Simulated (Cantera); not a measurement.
**Reactions in the system C-Cu-F-H**

Cantera with NASA thermochemical tables; ideal gases at 1 bar, condensed phases pure. Values are per mole of reaction as written; species without (g) are pure solids or liquids, kept so even where they would boil at 1 bar.

H2(g) + 3 CuF2(g) + 2 C3H8(g) ⇌ 3 Cu + 6 CH3F(g)

| T (K) | ΔH° (kJ) | ΔS° (J/K) | ΔG° (kJ) | log10 K |
|---|---|---|---|---|
| 1050 | -428.8 | -61.4 | -364.3 | 18.12 |
| 1075 | -428.8 | -61.4 | -362.8 | 17.63 |
| 1100 | -428.7 | -61.3 | -361.2 | 17.15 |
| 1125 | -428.6 | -61.2 | -359.7 | 16.70 |
| 1150 | -428.4 | -61.1 | -358.2 | 16.27 |
| 1175 | -428.2 | -60.9 | -356.7 | 15.85 |
| 1200 | -428.0 | -60.8 | -355.1 | 15.46 |
| 1225 | -427.8 | -60.5 | -353.6 | 15.08 |
| 1250 | -427.5 | -60.3 | -352.1 | 14.71 |
| 1275 | -427.2 | -60.1 | -350.6 | 14.36 |

3 C2H4(g) + 3 CuF2(g) ⇌ 3 Cu + 2 CF3(g) + 2 C2H6(g)

```tsv
T (K)	ΔH° (kJ)	ΔS° (J/K)	ΔG° (kJ)	log10 K
1050	-450.0	-349.9	-82.7	4.11
1075	-449.2	-349.1	-74.0	3.59
1100	-448.3	-348.3	-65.2	3.10
1125	-447.4	-347.5	-56.5	2.63
1150	-446.5	-346.7	-47.9	2.17
1175	-445.6	-345.9	-39.2	1.74
1200	-444.6	-345.1	-30.6	1.33
1225	-443.6	-344.2	-22.0	0.94
1250	-442.6	-343.4	-13.4	0.56
1275	-441.6	-342.6	-4.8	0.20
```
